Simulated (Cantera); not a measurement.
Input: 1 mol Fe(CO)₅, a varied amount of H₂, at 925 K and 0.0280 bar.

Points: n(H2) (mol) = 0.054, 0.073, 0.1, 0.14, 0.19, 0.25, 0.35, 0.47, 0.65.

Cantera's Mixture.equilibrate('TP', solver="vcs", rtol=1e-11, max_steps=5000) on the NASA tables stopped like this:

```
a  n(H2) = 0.19 mol  gas = 4.857 mol
   x: CO 8.937e-01  CO2 6.722e-02  H2 3.770e-02  H2O 1.402e-03
   condensed (mol): C(gr) 0.3332  Fe(a) 1
T = 925 K  P = 2800 Pa  n(H2) = 0.25 mol  gas = 4.918 mol
   x: CO 8.835e-01  CO2 6.570e-02  H2 4.900e-02  H2O 1.802e-03
   condensed (mol): C(gr) 0.3319  Fe(a) 1
T = 925 K  P = 2800 Pa  n(H2) = 0.35 mol  gas = 5.02 mol
   x: CO 8.670e-01  H2 6.724e-02  CO2 6.327e-02  H2O 2.426e-03
   condensed (mol): C(gr) 0.3297  Fe(a) 1
T = 925 K  P = 2800 Pa  n(H2) = 0.47 mol  gas = 5.142 mol
   x: CO 8.481e-01  H2 8.819e-02  CO2 6.054e-02  H2O 3.113e-03
   condensed (mol): C(gr) 0.3271  Fe(a) 1
ERROR: FAILURE its = 5001!

*******************************************************************************
CanteraError thrown by MultiPhase::equilibrate:
VCS solver failed. Return code: -1
*******************************************************************************
```

### Question
What got this run through?

### Answer
This is not unique; one that fits is The failure is numerical, not chemical. The same input converged with solver="gibbs", rtol=1e-10, max_steps=50000, and the result passed a check of the equilibrium conditions:
```
T = 925 K  P = 2800 Pa  n(H2) = 0.054 mol  gas = 4.718 mol
   x: CO 9.177e-01  CO2 7.088e-02  H2 1.102e-02  H2O 4.211e-04
   condensed (mol): C(gr) 0.3364  Fe(a) 1
T = 925 K  P = 2800 Pa  n(H2) = 0.073 mol  gas = 4.737 mol
   x: CO 9.142e-01  CO2 7.035e-02  H2 1.484e-02  H2O 5.648e-04
   condensed (mol): C(gr) 0.3359  Fe(a) 1
T = 925 K  P = 2800 Pa  n(H2) = 0.1 mol  gas = 4.765 mol
   x: CO 9.094e-01  CO2 6.961e-02  H2 2.022e-02  H2O 7.653e-04
   condensed (mol): C(gr) 0.3353  Fe(a) 1
T = 925 K  P = 2800 Pa  n(H2) = 0.14 mol  gas = 4.806 mol
   x: CO 9.023e-01  CO2 6.853e-02  H2 2.807e-02  H2O 1.054e-03
   condensed (mol): C(gr) 0.3344  Fe(a) 1
T = 925 K  P = 2800 Pa  n(H2) = 0.19 mol  gas = 4.857 mol
   x: CO 8.937e-01  CO2 6.722e-02  H2 3.770e-02  H2O 1.402e-03
   condensed (mol): C(gr) 0.3332  Fe(a) 1
T = 925 K  P = 2800 Pa  n(H2) = 0.25 mol  gas = 4.918 mol
   x: CO 8.835e-01  CO2 6.570e-02  H2 4.900e-02  H2O 1.802e-03
   condensed (mol): C(gr) 0.3319  Fe(a) 1
T = 925 K  P = 2800 Pa  n(H2) = 0.35 mol  gas = 5.02 mol
   x: CO 8.670e-01  H2 6.724e-02  CO2 6.327e-02  H2O 2.426e-03
   condensed (mol): C(gr) 0.3297  Fe(a) 1
T = 925 K  P = 2800 Pa  n(H2) = 0.47 mol  gas = 5.142 mol
   x: CO 8.481e-01  H2 8.819e-02  CO2 6.054e-02  H2O 3.113e-03
   condensed (mol): C(gr) 0.3271  Fe(a) 1
T = 925 K  P = 2800 Pa  n(H2) = 0.65 mol  gas = 5.326 mol
   x: CO 8.213e-01  H2 1.178e-01  CO2 5.677e-02  H2O 4.028e-03
   condensed (mol): C(gr) 0.3233  Fe(a) 1
```

The gas is ideal and each condensed phase is pure. Condensed phases not in the tables: cementite and carbon dissolved in iron.
